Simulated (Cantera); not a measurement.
Low-pressure radical oxidation in H2/O2

An isothermal, constant-pressure homogeneous reactor starts with H2 : O2 = 0.11 : 1 (molar parts), equivalence ratio 0.055, at 1150 K and 1330 Pa.

Cantera simulation using the H2/O2 subset of GRI-Mech 3.0, which has no nitrogen chemistry; the numbers are that mechanism's predictions, not measurements. Radical loss at walls, strong at low pressure, is not modelled. The temperature is held fixed by assumption; the heat of reaction is taken as removed at once.

```tsv
t (s)	x H2	x O2	x HO2	x H2O	x O	x H2O2	x H
6.00e-6	0.0991	0.901	1.83e-10	<1e-12	8.96e-12	<1e-12	1.75e-10
2.54e-5	0.0991	0.901	7.77e-10	3.18e-11	1.42e-10	<1e-12	6.65e-10
0.000108	0.0991	0.901	3.30e-9	1.58e-9	2.02e-9	<1e-12	2.84e-9
0.000456	0.0991	0.901	1.44e-8	1.47e-7	8.48e-8	1.63e-11	7.58e-8
0.00193	0.0639	0.879	4.86e-6	0.0259	0.0127	2.77e-7	0.0128
0.00818	0.00220	0.852	6.49e-6	0.0883	0.0367	1.69e-7	0.0163
0.0346	0.000651	0.884	5.14e-6	0.100	0.0101	1.92e-7	0.00236
0.147	4.93e-5	0.895	1.55e-6	0.104	0.000761	1.09e-7	4.83e-5
0.621	3.37e-6	0.896	2.07e-7	0.104	5.34e-5	3.11e-8	9.01e-7
2.63	3.77e-7	0.896	3.01e-8	0.104	6.13e-6	7.51e-9	3.50e-8
11.1	6.10e-8	0.896	7.18e-9	0.104	1.01e-6	1.78e-9	2.33e-9
47.2	1.25e-8	0.896	5.42e-9	0.104	2.07e-7	4.46e-10	2.18e-10
200	4.51e-9	0.896	7.46e-9	0.104	7.49e-8	1.84e-10	4.77e-11
```
x: mole fraction; the columns are a selection and need not sum to one.

Equilibrium at this temperature and pressure: H2 4.13e-9, O2 0.896, HO2 7.73e-9, H2O 0.104, O 6.86e-8, H2O2 1.71e-10, H 4.18e-11 (gas phase only).
